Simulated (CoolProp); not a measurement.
Vapour-liquid equilibrium of n-butane (1) + n-decane (2) at 375.1 K; x and y are mole fractions of (1).

Computed with CoolProp (multi-fluid Helmholtz-energy mixture model, Bücker 2006 and Lemmon 2006; pair parameters Kunz 2012).

Problem. Give the bubble pressure and the first vapour's composition at x = 0.05, 0.15, 0.25. Is there an azeotrope?

Solution. x = 0.05: 0.8140 bar, y = 0.874; x = 0.15: 2.212 bar, y = 0.954; x = 0.25: 3.599 bar, y = 0.973. No azeotrope shows between x = 0.05 and 0.95.

Pair parameters are fitted to limited data, so mixtures are less certain than the pure fluids.
